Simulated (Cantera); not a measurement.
Feed: 1 mol Si, 0.02 mol Br₂, 4.4 mol N₂, equilibrated at 1500 K.

These are equilibrium values from Cantera (NASA tables, ideal gas, pure condensed phases), not measurements of a reactor. Candidate condensed phases: Br₂, Si, Si₃N₄; 13 gas species. The tables' values for SiBr₃ are old estimates; treat these amounts as uncertain. Equilibrium is a limit: real reactors are often held back by kinetics, nucleation or transport.

x: gas mole fraction; n: condensed amount in mol.

```json
[
 {"P (Pa)": "1000", "x N₂": "0.993", "x Br": "0.00386", "x SiBr₂": "0.00330", "x SiBr₄": "(withheld)", "x SiBr₃": "3.88e-5", "x Br₂": "1.67e-6", "n Si₃N₄(s)": "0.329"},
 {"P (Pa)": "3200", "x N₂": "0.993", "x Br": "0.00323", "x SiBr₂": "0.00340", "x SiBr₄": "(withheld)", "x SiBr₃": "0.000107", "x Br₂": "3.73e-6", "n Si₃N₄(s)": "0.329"},
 {"P (Pa)": "10000", "x N₂": "0.994", "x Br": "0.00252", "x SiBr₂": "0.00302", "x SiBr₄": "(withheld)", "x SiBr₃": "0.000232", "x Br₂": "7.10e-6", "n Si₃N₄(s)": "0.329"},
 {"P (Pa)": "32000", "x N₂": "0.995", "x Br": "0.00168", "x SiBr₂": "0.00198", "x SiBr₄": "(withheld)", "x SiBr₃": "0.000324", "x Br₂": "1.01e-5", "n Si₃N₄(s)": "0.329"},
 {"P (Pa)": "100000", "x N₂": "0.996", "x Br": "0.000984", "x SiBr₂": "0.000993", "x SiBr₄": "(withheld)", "x SiBr₃": "0.000298", "x Br₂": "1.08e-5", "n Si₃N₄(s)": "0.330"},
 {"P (Pa)": "320000", "x N₂": "0.997", "x Br": "0.000530", "x SiBr₂": "0.000425", "x SiBr₄": "(withheld)", "x SiBr₃": "0.000220", "x Br₂": "1.01e-5", "n Si₃N₄(s)": "0.330"},
 {"P (Pa)": "1000000", "x N₂": "0.997", "x Br": "0.000280", "x SiBr₂": "0.000173", "x SiBr₄": "(withheld)", "x SiBr₃": "0.000148", "x Br₂": "8.79e-6", "n Si₃N₄(s)": "0.330"}
]
```

Complete the blanks.


- 1000, x SiBr₄: 8.64e-6
- 3200, x SiBr₄: 6.39e-5
- 10000, x SiBr₄: 0.000337
- 32000, x SiBr₄: 0.00100
- 100000, x SiBr₄: 0.00169
- 320000, x SiBr₄: 0.00215
- 1000000, x SiBr₄: 0.00239
